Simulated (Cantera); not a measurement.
Feed: 1 mol C2F6, 0.076 mol H2, equilibrated at 1373 K.

These are equilibrium values from Cantera (NASA tables, ideal gas, pure condensed phases), not measurements of a reactor. Candidate condensed phases: C, C6H6, C7H8, C8H18; 95 gas species. The feed counts by its element totals alone. Gases not in the tables: C2F6 and larger saturated fluorocarbons. The numbers say what is thermodynamically allowed, not how fast it happens.

x: gas mole fraction; n: condensed amount in mol.

```csv
P (Pa),x CF4,x HF,x CF2,x F,x CF3,n C(graphite)
1,0.903,0.0940,0.00161,0.00103,9.60e-5,0.537
3.60,0.905,0.0941,[?],[?],[?],0.537
13,0.905,0.0941,0.000448,0.000151,5.06e-5,0.538
46,0.906,0.0942,[?],[?],[?],0.538
170,0.906,0.0942,0.000124,2.20e-5,2.66e-5,0.538
600,0.906,0.0942,6.59e-5,8.53e-6,1.94e-5,0.538
2200,0.906,0.0942,3.44e-5,3.22e-6,1.40e-5,0.538
7700,0.906,0.0942,1.84e-5,1.26e-6,1.03e-5,0.538
28000,0.906,0.0942,9.65e-6,4.78e-7,7.44e-6,0.538
100000,0.906,0.0942,5.11e-6,1.84e-7,5.41e-6,0.538
```

Question: Fill in the missing entries.

Answer: 
- 46, x CF2: 0.000238
- 46, x F: 5.86e-5
- 46, x CF3: 3.69e-5
- 3.60, x CF2: 0.000850
- 3.60, x F: 0.000396
- 3.60, x CF3: 6.98e-5
